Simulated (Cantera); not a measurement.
**Pb + O2 + N2 (iron carbonyl, mercury and lead vapours)**

Charge: 1 mol Pb, a varied amount of O2, 9.1 mol N2, at 1475 K and 0.0100 bar.

Method: chemical equilibrium by Gibbs-energy minimisation in Cantera with the NASA 1993 tables (ideal gas, pure condensed phases). Candidate condensed phases: Pb, PbO, PbO2, Pb3O4; 12 gas species. Gases not in the tables: (PbO)n polymers. Rates play no part.

```csv
n(O2) (mol),x N2,x O2,x PbO,x Pb,x NO,x O,x NO2
0.31,0.898,0.00284,0.0554,0.0433,0.000134,1.53e-6,9.05e-9
0.38,0.896,0.00565,0.0633,0.0351,0.000189,2.16e-6,1.80e-8
0.45,0.892,0.00960,0.0688,0.0293,0.000246,2.81e-6,3.05e-8
0.54,0.886,0.0158,0.0732,0.0242,0.000315,3.61e-6,5.02e-8
0.65,0.879,0.0244,0.0763,0.0203,0.000389,4.49e-6,7.71e-8
0.78,0.869,0.0352,0.0781,0.0174,0.000464,5.38e-6,1.10e-7
0.94,0.857,0.0486,0.0792,0.0150,0.000542,6.33e-6,1.52e-7
1.1,0.845,0.0620,0.0795,0.0133,0.000608,7.15e-6,1.92e-7
1.4,0.822,0.0866,0.0792,0.0112,0.000709,8.45e-6,2.64e-7
1.6,0.808,0.102,0.0786,0.0102,0.000764,9.19e-6,3.10e-7
2,0.781,0.133,0.0770,0.00881,0.000855,1.05e-5,3.95e-7
2.4,0.755,0.161,0.0752,0.00780,0.000926,1.15e-5,4.71e-7
2.8,0.731,0.188,0.0733,0.00705,0.000984,1.24e-5,5.41e-7
```
x: gas mole fraction; nothing condenses.

From 0.31 mol O2 to 2.8 mol O2 nothing is condensed.
